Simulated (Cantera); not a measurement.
Si₂Cl₆ + N₂ (silicon nitride deposition)

Charge: 1 mol Si₂Cl₆, a varied amount of N₂, equilibrated at 973.15 K and 1.80 mbar.

Equilibrium computed with Cantera from the NASA thermochemical tables; the gas is ideal and each condensed phase is pure. Candidate condensed phases: Si, Si₃N₄; 13 gas species. The feed counts by its element totals alone. N₂ is the only nitrogen source here; it is nearly inert below about 1500 K, so the nitride shown seldom forms there in practice. The tables' values for SiCl₃ are old estimates; treat these amounts as uncertain. Equilibrium is a limit: real reactors are often held back by kinetics, nucleation or transport.

From 0.37 mol N₂ to 7.3 mol N₂ the condensed part is Si₃N₄(s). The main Si-bearing gas is SiCl₄ throughout.

```csv
n(N₂) (mol),log p SiCl₄,log p N₂,log p SiCl₃,log p SiCl₂,log p Cl,n Si₃N₄(s)
0.37,-2.76,-4.36,-5.62,-7.03,-10.29,0.166
0.61,-2.82,-3.55,-5.80,-7.33,-10.17,0.167
1,-2.90,-3.26,-5.92,-7.47,-10.14,0.167
1.7,-3.03,-3.07,-6.04,-7.60,-10.14,0.167
2.7,-3.16,-2.96,-6.16,-7.70,-10.15,0.167
4.5,-3.32,-2.88,-6.29,-7.81,-10.18,0.167
7.3,-3.50,-2.83,-6.43,-7.91,-10.22,0.167
```
log p: log10 of the partial pressure in bar; n: condensed amount in mol.
